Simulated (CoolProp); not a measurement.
Vapour-liquid equilibrium of CHF3 (R23) (1) + R22 (2) at 265.7 K; x and y are mole fractions of (1).

The numbers come from the multi-fluid Helmholtz-energy mixture model, Penoncello 2003 and Kamei 1995; pair parameters Bell 2016 in CoolProp.

Give the bubble pressure and the first vapour's composition at x = 0.35, 0.55, 0.85. Is there an azeotrope?

x = 0.35: 0.9894 MPa, y = 0.696; x = 0.55: 1.302 MPa, y = 0.817; x = 0.85: 1.768 MPa, y = 0.941. No azeotrope shows between x = 0.05 and 0.95.

Pair parameters are fitted to limited data, so mixtures are less certain than the pure fluids. The gap from Raoult's law changes sign with composition, which may be real or a fault of the pair parameters; it wasn't checked against measurements.
